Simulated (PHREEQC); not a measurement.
Dissolve 0.0025 mol NaAlO2, 7.3e-05 mol HNO3 and 0.0035 mol NaBr per kg of water at 20 °C. Closed to the air; pH follows from the charge balance.

Model: ion-association model, phreeqc.dat, run in PHREEQC.

This is a speciation only: nothing precipitates in the calculation.

What pH, ionic strength does the model give?

pH 7.48; ionic strength 0.00602 mol/kgw.

In which forms is Al present?

Al(OH)4- 98 %, Al(OH)3 1.7 %, Al(OH)2+ 0.6 % of the Al.

Examples of supersaturated solids here: Al(OH)3(a), Gibbsite (slow to form). Others may be too.
